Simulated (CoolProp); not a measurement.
A simple Rankine cycle with R1224YDZ: condensing at 288.15 K, boiler at 2.24 MPa, turbine inlet 411.3 K, turbine efficiency 0.75, pump efficiency 0.7, no recuperator. Each further row changes one setting.

Computed with CoolProp (reference Helmholtz-energy equation of state, Akasaka 2023).

```json
[
 {"case": "as stated", "thermal efficiency (%)": "15.5", "net work (kJ/kg)": "37.4", "heat in (kJ/kg)": "241", "turbine exit temperature (K)": "330.6", "volume ratio over the turbine": "27.6"},
 {"case": "turbine inlet 431.3 K", "thermal efficiency (%)": "15.6", "net work (kJ/kg)": "41.9", "heat in (kJ/kg)": "268", "turbine exit temperature (K)": "356.8", "volume ratio over the turbine": "24.8"},
 {"case": "condensing temperature 280.15 K", "thermal efficiency (%)": "16.6", "net work (kJ/kg)": "41.4", "heat in (kJ/kg)": "250", "turbine exit temperature (K)": "325.1", "volume ratio over the turbine": "37.6"},
 {"case": "boiler pressure 1.57 MPa", "thermal efficiency (%)": "14.4", "net work (kJ/kg)": "36.9", "heat in (kJ/kg)": "256", "turbine exit temperature (K)": "348.7", "volume ratio over the turbine": "16.5"},
 {"case": "turbine efficiency 0.65", "thermal efficiency (%)": "13.3", "net work (kJ/kg)": "32.1", "heat in (kJ/kg)": "241", "turbine exit temperature (K)": "336.9", "volume ratio over the turbine": "28.2"}
]
```
